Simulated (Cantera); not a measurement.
Charge: 1 mol Fe(CO)5, 4.1 mol CO, 68 mol N2, at 1375 K.

These are equilibrium values from Cantera (NASA tables, ideal gas, pure condensed phases), not measurements of a reactor. Candidate condensed phases: C, Fe, Fe(CO)5, FeO, Fe2O3, Fe3O4; 27 gas species. Condensed phases not in the tables: cementite and carbon dissolved in iron. Kinetics and transport are ignored.

log p: log10 of the partial pressure in bar; n: condensed amount in mol.

| P (Pa) | log p N2 | log p CO | log p CO2 | log p Fe | n Fe(γ) | n C(graphite) |
|---|---|---|---|---|---|---|
| 10 | -4.05 | -4.93 | -12.51 | -8.09 | 0.994 | 0 |
| 52 | -3.34 | -4.21 | -11.08 | -8.09 | 0.999 | 0 |
| 270 | (withheld) | (withheld) | (withheld) | -8.09 | 1.000 | 0 |
| 1400 | -1.91 | -2.78 | -8.22 | -8.09 | 1.000 | 0 |
| 7200 | (withheld) | (withheld) | (withheld) | -8.09 | 1.000 | 0 |
| 37000 | -0.49 | -1.36 | -5.37 | -8.09 | 1.000 | 0 |
| 190000 | 0.22 | -0.65 | -3.95 | -8.09 | 1.00 | 0.00453 |
| 1000000 | 0.95 | 0.07 | -2.51 | -8.09 | 1.00 | 0.0237 |

Problem. Some entries are withheld; supply them.

Solution. 
- 270, log p N2: -2.62
- 270, log p CO: -3.50
- 270, log p CO2: -9.65
- 7200, log p N2: -1.20
- 7200, log p CO: -2.07
- 7200, log p CO2: -6.79
